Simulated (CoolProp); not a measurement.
A single-stage vapour-compression cycle with the fluid: evaporating at 297.15 K (dew point), condensing at 350.15 K (bubble point), superheat 8 K, subcooling 0 K, compressor efficiency 0.8, no pressure losses. The same conditions are run with several fluids, on thermodynamics alone (safety and materials aside).

Computed with CoolProp (reference Helmholtz-energy equation of state of each fluid (isobutane: Bücker 2006; cyclopentane: Gedanitz 2015; R22: Kamei 1995; cyclopropane: Polt 1992; carbonyl sulfide: Lemmon 2006; R236EA: Rui 2013)). The equations of Platzer and Polt are older, rougher fits.

```csv
fluid,cooling COP,pressure ratio,discharge temperature (K),refrigerating effect (kJ/kg),volumetric capacity (kJ/m³)
isobutane,3.17,3.71,355.1,205,1750
cyclopentane,3.79,5.71,369.0,314,359
R22,2.90,3.40,385.4,115,4690
cyclopropane,3.35,3.38,377.5,284,3760
carbonyl sulfide,3.10,3.09,402.1,172,5950
R236EA,3.14,4.69,350.7,93.6,1190
```
